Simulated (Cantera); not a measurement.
**Adiabatic ignition**

An adiabatic, constant-volume homogeneous reactor starts with CH4 : CO : O2 : N2 = 1 : 0.27 : 1.78 : 10.7 (molar parts), equivalence ratio 1.2, at 1450 K and 490000 Pa.

Cantera simulation using GRI-Mech 3.0 (53 species, 325 reactions); the numbers are that mechanism's predictions, not measurements.

```json
[
 {"t (s)": "7.00e-6", "T (K)": "1450", "P (bar)": "4.90", "x CH4": "0.0727", "x CO": "0.0196", "x O2": "0.129", "x NO2": "<1e-12", "x C2H": "<1e-12", "x C2H2": "<1e-12"},
 {"t (s)": "2.49e-5", "T (K)": "1450", "P (bar)": "4.90", "x CH4": "0.0727", "x CO": "0.0196", "x O2": "0.129", "x NO2": "<1e-12", "x C2H": "<1e-12", "x C2H2": "<1e-12"},
 {"t (s)": "8.84e-5", "T (K)": "1450", "P (bar)": "4.90", "x CH4": "0.0726", "x CO": "0.0196", "x O2": "0.129", "x NO2": "<1e-12", "x C2H": "<1e-12", "x C2H2": "1.23e-10"},
 {"t (s)": "0.000314", "T (K)": "1454", "P (bar)": "4.91", "x CH4": "0.0720", "x CO": "0.0196", "x O2": "0.129", "x NO2": "<1e-12", "x C2H": "<1e-12", "x C2H2": "2.64e-8"},
 {"t (s)": "0.00112", "T (K)": "2839", "P (bar)": "9.86", "x CH4": "<1e-12", "x CO": "0.0451", "x O2": "0.00322", "x NO2": "5.36e-7", "x C2H": "<1e-12", "x C2H2": "<1e-12"},
 {"t (s)": "0.00397", "T (K)": "2828", "P (bar)": "9.82", "x CH4": "<1e-12", "x CO": "0.0456", "x O2": "0.00281", "x NO2": "1.03e-6", "x C2H": "<1e-12", "x C2H2": "<1e-12"},
 {"t (s)": "0.0141", "T (K)": "2828", "P (bar)": "9.82", "x CH4": "<1e-12", "x CO": "0.0456", "x O2": "0.00281", "x NO2": "1.03e-6", "x C2H": "<1e-12", "x C2H2": "<1e-12"},
 {"t (s)": "0.0501", "T (K)": "2828", "P (bar)": "9.82", "x CH4": "<1e-12", "x CO": "0.0456", "x O2": "0.00281", "x NO2": "1.03e-6", "x C2H": "<1e-12", "x C2H2": "<1e-12"},
 {"t (s)": "0.178", "T (K)": "2828", "P (bar)": "9.82", "x CH4": "<1e-12", "x CO": "0.0456", "x O2": "0.00281", "x NO2": "1.03e-6", "x C2H": "<1e-12", "x C2H2": "<1e-12"},
 {"t (s)": "0.633", "T (K)": "2828", "P (bar)": "9.82", "x CH4": "<1e-12", "x CO": "0.0456", "x O2": "0.00281", "x NO2": "1.03e-6", "x C2H": "<1e-12", "x C2H2": "<1e-12"},
 {"t (s)": "2.25", "T (K)": "2828", "P (bar)": "9.82", "x CH4": "<1e-12", "x CO": "0.0456", "x O2": "0.00281", "x NO2": "1.03e-6", "x C2H": "<1e-12", "x C2H2": "<1e-12"},
 {"t (s)": "8.00", "T (K)": "2828", "P (bar)": "9.82", "x CH4": "<1e-12", "x CO": "0.0456", "x O2": "0.00281", "x NO2": "1.03e-6", "x C2H": "<1e-12", "x C2H2": "<1e-12"}
]
```
x: mole fraction; the columns are a selection and need not sum to one.

```yaml
time_of_steepest_temperature_rise: 0.974 ms
temperature at 8.00 s: 2828 K
equilibrium_temperature: 2828 K
x(CH4) at 8.00 s: <1e-12 (gas-phase equilibrium <1e-12)
x(CO) at 8.00 s: 0.0456 (gas-phase equilibrium 0.0456)
x(O2) at 8.00 s: 0.00281 (gas-phase equilibrium 0.00281)
```
